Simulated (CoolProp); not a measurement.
Computed with CoolProp (reference Helmholtz-energy equation of state, Thol 2019).

Task: For n-pentane, give the phase and the isothermal compressibility (1/MPa), expansivity (1/kK) at 398.7 K and 0.62 MPa.

Result: 
- 398.7 K and 0.62 MPa: gas; isothermal compressibility 1.87, expansivity 3.89
